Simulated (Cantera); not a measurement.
# Pyrogenic steam for wet oxidation

A perfectly stirred reactor is fed with H₂ : O₂ : N₂ = 1.5 : 1 : 3.5 (molar parts), at 0.493 atm; it is held at 1325 K, and followed from long to short residence time.

Computed with Cantera and the H2/O2 subset of GRI-Mech 3.0, which has no nitrogen chemistry. The temperature is held fixed by assumption; the heat of reaction is taken as removed at once.

```csv
τ (s),x H₂,x O₂,x OH,x H₂O,x H₂O₂
11,3.37e-5,0.0476,0.000148,0.286,1.12e-7
4.3,6.31e-5,0.0476,0.000202,0.286,1.82e-7
1.7,0.000117,0.0476,0.000275,0.285,2.90e-7
0.68,0.000217,0.0476,0.000373,0.285,4.48e-7
0.27,0.000400,0.0476,0.000508,0.285,6.78e-7
0.11,0.000723,0.0477,0.000688,0.284,9.88e-7
0.043,0.00133,0.0479,0.000948,0.283,1.42e-6
0.017,0.00240,0.0483,0.00130,0.282,1.97e-6
0.0068,0.00424,0.0490,0.00178,0.279,2.60e-6
```
x: mole fraction; the columns are a selection and need not sum to one.
